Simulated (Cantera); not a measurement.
## Low-pressure radical oxidation in H2/O2

A perfectly stirred reactor is fed with 8.59 % H2, 91.4 % O2, equivalence ratio 0.047, at 5.55 Torr; it is held at 1100 K, and followed from long to short residence time.

Detailed kinetics in Cantera: the H2/O2 subset of GRI-Mech 3.0, which has no nitrogen chemistry. Radical loss at walls, strong at low pressure, is not modelled. The temperature is held fixed by assumption; the heat of reaction is taken as removed at once.

```tsv
τ (s)	x H2	x O2	x H2O	x OH	x H	x O	x H2O2
1.4	0.000440	0.906	0.0882	0.00122	0.000619	0.00386	9.47e-8
0.76	0.000632	0.904	0.0875	0.00149	0.00110	0.00563	9.95e-8
0.41	0.000908	0.901	0.0864	0.00182	0.00195	0.00811	1.03e-7
0.23	0.00127	0.897	0.0850	0.00218	0.00324	0.0112	1.06e-7
0.12	0.00184	0.892	0.0827	0.00264	0.00551	0.0156	1.07e-7
0.068	0.00252	0.886	0.0799	0.00308	0.00831	0.0200	1.09e-7
0.037	0.00354	0.880	0.0763	0.00358	0.0120	0.0246	1.12e-7
0.020	0.00505	0.875	0.0720	0.00412	0.0160	0.0282	1.19e-7
0.011	0.00728	0.871	0.0673	0.00466	0.0195	0.0298	1.32e-7
0.0061	0.0107	0.871	0.0621	0.00522	0.0219	0.0293	1.52e-7
```
x: mole fraction; the columns are a selection and need not sum to one.
